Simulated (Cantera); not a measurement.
What does this Cantera script print?

```python
import numpy as np
import cantera as ct

gas_names = """
    B BN BO BO2 B2 B2O B2O2 B2O3 N NO NO2 NO3 N2 N2O O O2 O3
""".split()
cond_names = """
    B(b) B(L) BN(s) B2O3(L)
""".split()


# ... load() reads the species with a 1 bar reference pressure and builds the phases ...
atoms = {
    'BN': {'B': 1, 'N': 1},
    'O2': {'O': 2},
    'N2': {'N': 2},
}
top_T = {'BN(s)': 3200}  # K; cautious upper limits of use, not melting points


# ... equilibrate(T, P, feed) seeds the gas with the atoms and calls Mixture.equilibrate('TP', solver="vcs", rtol=1e-11, max_steps=5000) ...
results = []
feed = {'BN': 1, 'O2': 0.38, 'N2': 0.36}  # mol
for P in [1, 3.6, 13, 46, 170, 600, 2200, 7700, 28000, 100000]:
    for T in [873, 973, 1073, 1173, 1273, 1373, 1473, 1573, 1673, 1773, 1873, 1973]:
        mix = equilibrate(T, P, feed)
        results.append((T, P, feed, dict(zip(mix.species_names, mix.species_moles))))

for T, P, feed, n in results:
    print(f"{T:7g} {P:10.4g}  " + (" + ".join(c for c in cond_names if n.get(c, 0) > 1e-12) or "gas only"))
```

Output:

```
    873          1  BN(s) + B2O3(L)
    973          1  BN(s) + B2O3(L)
   1073          1  BN(s) + B2O3(L)
   1173          1  BN(s) + B2O3(L)
   1273          1  BN(s) + B2O3(L)
   1373          1  BN(s) + B2O3(L)
   1473          1  BN(s)
   1573          1  BN(s)
   1673          1  BN(s)
   1773          1  BN(s)
   1873          1  B(b)
   1973          1  B(b)
    873        3.6  BN(s) + B2O3(L)
    973        3.6  BN(s) + B2O3(L)
   1073        3.6  BN(s) + B2O3(L)
   1173        3.6  BN(s) + B2O3(L)
   1273        3.6  BN(s) + B2O3(L)
   1373        3.6  BN(s) + B2O3(L)
   1473        3.6  BN(s)
   1573        3.6  BN(s)
   1673        3.6  BN(s)
   1773        3.6  BN(s)
   1873        3.6  BN(s)
   1973        3.6  B(b)
    873         13  BN(s) + B2O3(L)
    973         13  BN(s) + B2O3(L)
   1073         13  BN(s) + B2O3(L)
   1173         13  BN(s) + B2O3(L)
   1273         13  BN(s) + B2O3(L)
   1373         13  BN(s) + B2O3(L)
   1473         13  BN(s) + B2O3(L)
   1573         13  BN(s)
   1673         13  BN(s)
   1773         13  BN(s)
   1873         13  BN(s)
   1973         13  B(b)
    873         46  BN(s) + B2O3(L)
    973         46  BN(s) + B2O3(L)
   1073         46  BN(s) + B2O3(L)
   1173         46  BN(s) + B2O3(L)
   1273         46  BN(s) + B2O3(L)
   1373         46  BN(s) + B2O3(L)
   1473         46  BN(s) + B2O3(L)
   1573         46  BN(s) + B2O3(L)
   1673         46  BN(s)
   1773         46  BN(s)
   1873         46  BN(s)
   1973         46  BN(s)
    873        170  BN(s) + B2O3(L)
    973        170  BN(s) + B2O3(L)
   1073        170  BN(s) + B2O3(L)
   1173        170  BN(s) + B2O3(L)
   1273        170  BN(s) + B2O3(L)
   1373        170  BN(s) + B2O3(L)
   1473        170  BN(s) + B2O3(L)
   1573        170  BN(s) + B2O3(L)
   1673        170  BN(s)
   1773        170  BN(s)
   1873        170  BN(s)
   1973        170  BN(s)
    873        600  BN(s) + B2O3(L)
    973        600  BN(s) + B2O3(L)
   1073        600  BN(s) + B2O3(L)
   1173        600  BN(s) + B2O3(L)
   1273        600  BN(s) + B2O3(L)
   1373        600  BN(s) + B2O3(L)
   1473        600  BN(s) + B2O3(L)
   1573        600  BN(s) + B2O3(L)
   1673        600  BN(s) + B2O3(L)
   1773        600  BN(s)
   1873        600  BN(s)
   1973        600  BN(s)
    873       2200  BN(s) + B2O3(L)
    973       2200  BN(s) + B2O3(L)
   1073       2200  BN(s) + B2O3(L)
   1173       2200  BN(s) + B2O3(L)
   1273       2200  BN(s) + B2O3(L)
   1373       2200  BN(s) + B2O3(L)
   1473       2200  BN(s) + B2O3(L)
   1573       2200  BN(s) + B2O3(L)
   1673       2200  BN(s) + B2O3(L)
   1773       2200  BN(s) + B2O3(L)
   1873       2200  BN(s)
   1973       2200  BN(s)
    873       7700  BN(s) + B2O3(L)
    973       7700  BN(s) + B2O3(L)
   1073       7700  BN(s) + B2O3(L)
   1173       7700  BN(s) + B2O3(L)
   1273       7700  BN(s) + B2O3(L)
   1373       7700  BN(s) + B2O3(L)
   1473       7700  BN(s) + B2O3(L)
   1573       7700  BN(s) + B2O3(L)
   1673       7700  BN(s) + B2O3(L)
   1773       7700  BN(s) + B2O3(L)
   1873       7700  BN(s) + B2O3(L)
   1973       7700  BN(s)
    873    2.8e+04  BN(s) + B2O3(L)
    973    2.8e+04  BN(s) + B2O3(L)
   1073    2.8e+04  BN(s) + B2O3(L)
   1173    2.8e+04  BN(s) + B2O3(L)
   1273    2.8e+04  BN(s) + B2O3(L)
   1373    2.8e+04  BN(s) + B2O3(L)
   1473    2.8e+04  BN(s) + B2O3(L)
   1573    2.8e+04  BN(s) + B2O3(L)
   1673    2.8e+04  BN(s) + B2O3(L)
   1773    2.8e+04  BN(s) + B2O3(L)
   1873    2.8e+04  BN(s) + B2O3(L)
   1973    2.8e+04  BN(s) + B2O3(L)
    873      1e+05  BN(s) + B2O3(L)
    973      1e+05  BN(s) + B2O3(L)
   1073      1e+05  BN(s) + B2O3(L)
   1173      1e+05  BN(s) + B2O3(L)
   1273      1e+05  BN(s) + B2O3(L)
   1373      1e+05  BN(s) + B2O3(L)
   1473      1e+05  BN(s) + B2O3(L)
   1573      1e+05  BN(s) + B2O3(L)
   1673      1e+05  BN(s) + B2O3(L)
   1773      1e+05  BN(s) + B2O3(L)
   1873      1e+05  BN(s) + B2O3(L)
   1973      1e+05  BN(s) + B2O3(L)
```

Cantera equilibrium calculation (NASA polynomials, part measured and part estimated; ideal gas, pure solids and liquids). Mutual solubility and eutectic melting of coexisting phases are not modelled.
